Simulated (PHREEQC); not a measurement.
Solution (25 °C): 0.031 mol/kgw MnCl2, 0.2 mol/kgw NaHSO4 and 0.01 mol/kgw NiSO4. Closed to the air; pH follows from the charge balance.

The numbers come from PHREEQC with the ion-association model, wateq4f.dat.

```json
[
 {"quantity": "pH", "before": "1.21", "after": "1.96"},
 {"quantity": "HSO4- (mol/kgw)", "before": "0.120", "after": "0.00660"},
 {"quantity": "Mn+2 (mol/kgw)", "before": "0.0187", "after": "0.0224"},
 {"quantity": "MnSO4 (mol/kgw)", "before": "0.0111", "after": "0.00662"},
 {"quantity": "SI of Pyrochroite (Mn(OH)2)", "before": "-15.09", "after": "-13.36"}
]
```

Problem. Which change was made?
A. NaHSO4 left out
B. NiSO4 replaced by Na2SO4 at the same molality
C. NiSO4 replaced by KHSO4 at the same molality
D. NaHSO4 from 0.2 to 0.02 mol/kgw
E. 0.0064 mol/kgw Na2CO3 added

Solution. D, NaHSO4 from 0.2 to 0.02 mol/kgw

Precipitation was switched off in this run.
